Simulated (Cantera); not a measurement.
What does this Cantera script print?

```python
import numpy as np
import cantera as ct

gas = ct.Solution("h2o2.yaml")
gas.TPX = 600, 101325, {'H2': 1, 'O2': 0.685, 'N2': 2.58, 'H2O': 1}
flame = ct.FreeFlame(gas, width=0.04)
flame.set_refine_criteria(ratio=3, slope=0.08, curve=0.16)
flame.transport_model = "mixture-averaged"
flame.solve(loglevel=0, auto=True)
z, T = flame.grid, flame.T
thick = (T[-1] - T[0]) / np.gradient(T, z).max()
show = ['H2', 'O2', 'H2O', 'H2O2', 'OH', 'O']
print(f"laminar burning velocity  {flame.velocity[0] * 100:.3f} cm/s")
print(f"burnt temperature         {T[-1]:.1f} K")
print(f"thermal thickness         {thick * 1e3:.4f} mm")
print(f"grid points               {len(z)}")
z0 = z[flame.heat_release_rate.argmax()]
print(f"{'z/mm':>9s}{'T/K':>9s}{'u/(m/s)':>9s}" + "".join(f"{s:>11s}" for s in show))
rows = []
for k in (-3, -2, -1.5, -1, -0.5, -0.25, 0, 0.25, 0.5, 1, 2, 4, 8):
    zz = z0 + k * thick
    rows.append([k * thick, np.interp(zz, z, T), np.interp(zz, z, flame.velocity),
                 *(np.interp(zz, z, flame.X[gas.species_index(s)]) for s in show)])
    print(f"{rows[-1][0] * 1e3:9.3f}{rows[-1][1]:9.1f}{rows[-1][2]:9.3f}" + "".join(f"{x:11.3e}" for x in rows[-1][3:]))
```

Output:

```
laminar burning velocity  280.225 cm/s
burnt temperature         1912.7 K
thermal thickness         0.3990 mm
grid points               106
     z/mm      T/K  u/(m/s)         H2         O2        H2O       H2O2         OH          O
   -1.197    600.0    2.802  1.899e-01  1.301e-01  1.900e-01  6.271e-11  1.824e-14  5.209e-13
   -0.798    600.0    2.801  1.895e-01  1.302e-01  1.901e-01  1.831e-09  1.699e-12  4.847e-11
   -0.598    600.1    2.798  1.885e-01  1.303e-01  1.903e-01  1.900e-08  3.168e-11  8.969e-10
   -0.399    601.8    2.793  1.842e-01  1.310e-01  1.915e-01  4.709e-07  1.855e-09  3.839e-08
   -0.199    654.7    2.967  1.604e-01  1.325e-01  2.017e-01  2.540e-05  2.819e-05  7.419e-06
   -0.100    865.0    3.826  1.248e-01  1.248e-01  2.322e-01  4.454e-05  4.790e-04  1.858e-04
    0.000   1183.0    5.141  7.648e-02  9.960e-02  2.899e-01  1.576e-05  1.767e-03  1.619e-03
    0.100   1417.2    6.118  3.880e-02  7.042e-02  3.428e-01  6.170e-06  4.910e-03  3.670e-03
    0.199   1550.9    6.672  2.258e-02  5.543e-02  3.685e-01  3.812e-06  7.599e-03  4.282e-03
    0.399   1683.3    7.205  1.406e-02  4.729e-02  3.854e-01  1.970e-06  8.946e-03  3.467e-03
    0.798   1787.6    7.609  8.706e-03  4.364e-02  3.973e-01  1.032e-06  8.052e-03  2.019e-03
    1.596   1854.1    7.860  4.424e-03  4.169e-02  4.061e-01  5.852e-07  6.136e-03  9.655e-04
    3.192   1889.7    7.992  1.857e-03  4.095e-02  4.113e-01  3.274e-07  4.143e-03  3.966e-04
```

Detailed kinetics in Cantera: the H2/O2 subset of GRI-Mech 3.0, which has no nitrogen chemistry. Burning velocities carry a grid error of a few per cent, more on coarse grids.
